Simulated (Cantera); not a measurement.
Charge: 1 mol CaO, 48 mol Cl2, 22 mol N2, equilibrated at 1675 K and 15.0 mbar.

Equilibrium computed with Cantera from the NASA thermochemical tables; the gas is ideal and each condensed phase is pure. Candidate condensed phases: Ca, CaCl2, CaO; 17 gas species. Rates play no part.

Base state: Cl 0.583, N2 0.221, Cl2 0.181, CaCl2 0.0100, O2 0.00486, NO 0.000212, ClO 0.000100, O 1.94e-5 (mole fractions); condensed: gas only.

Q: What changes in the equilibrium state with this change: Cl2 from 48 to 0.98 mol?

A: 
| species | before | after |
|---|---|---|
| N2 | 0.221 | 0.935 |
| CaCl2 | 0.0100 | 0.0381 |
| O2 | 0.00486 | 0.0186 |
| Cl | 0.583 | 0.00710 |
| Cl2 | 0.181 | 2.68e-5 |
| ClO | 0.000100 | 2.39e-6 |
| NO | 0.000212 | 0.000854 |
| O | 1.94e-5 | 3.80e-5 |
| CaO(s), mol | 0 | 0.104 |
Condensed phases not in the tables: oxide chlorides.
